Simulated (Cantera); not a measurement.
# Adiabatic ignition

An adiabatic, constant-volume homogeneous reactor starts with 3.04 % CH4, 0.100 % CO, 12.3 % O2, 84.6 % N2, at 1350 K and 170000 Pa.

Detailed kinetics in Cantera: GRI-Mech 3.0 (53 species, 325 reactions).

| t (s) | T (K) | P (bar) | x CH4 | x CO | x O2 | x H2O2 | x O | x C2H2 |
|---|---|---|---|---|---|---|---|---|
| 3.00e-6 | 1350 | 1.70 | 0.0304 | 0.00100 | 0.123 | 1.87e-11 | 2.81e-10 | <1e-12 |
| 1.26e-5 | 1350 | 1.70 | 0.0304 | 0.00100 | 0.123 | 2.78e-10 | 3.87e-10 | <1e-12 |
| 5.27e-5 | 1350 | 1.70 | 0.0304 | 0.00100 | 0.123 | 2.77e-9 | 7.16e-10 | <1e-12 |
| 0.000221 | 1350 | 1.70 | 0.0304 | 0.00100 | 0.123 | 1.36e-8 | 2.91e-9 | <1e-12 |
| 0.000924 | 1350 | 1.70 | 0.0304 | 0.00100 | 0.123 | 2.85e-8 | 2.63e-8 | 6.05e-11 |
| 0.00387 | 1361 | 1.71 | 0.0287 | 0.00131 | 0.121 | 5.90e-7 | 3.28e-7 | 1.80e-7 |
| 0.0162 | 2186 | 2.75 | <1e-12 | 0.000418 | 0.0606 | 7.97e-8 | 0.000370 | <1e-12 |
| 0.0680 | 2182 | 2.75 | <1e-12 | 0.000409 | 0.0599 | 7.83e-8 | 0.000358 | <1e-12 |
| 0.285 | 2173 | 2.74 | <1e-12 | 0.000391 | 0.0583 | 7.52e-8 | 0.000334 | <1e-12 |
| 1.19 | 2170 | 2.73 | <1e-12 | 0.000383 | 0.0577 | 7.40e-8 | 0.000325 | <1e-12 |
| 5.00 | 2170 | 2.73 | <1e-12 | 0.000383 | 0.0577 | 7.40e-8 | 0.000325 | <1e-12 |
x: mole fraction; the columns are a selection and need not sum to one.

| Property | Result |
|---|---|
| time of steepest temperature rise | 4.97 ms |
| temperature at 5.00 s | 2170 K |
| equilibrium temperature | 2170 K |
| x(CH4) at 5.00 s | <1e-12 (gas-phase equilibrium <1e-12) |
| x(CO) at 5.00 s | 0.000383 (gas-phase equilibrium 0.000383) |
| x(O2) at 5.00 s | 0.0577 (gas-phase equilibrium 0.0577) |
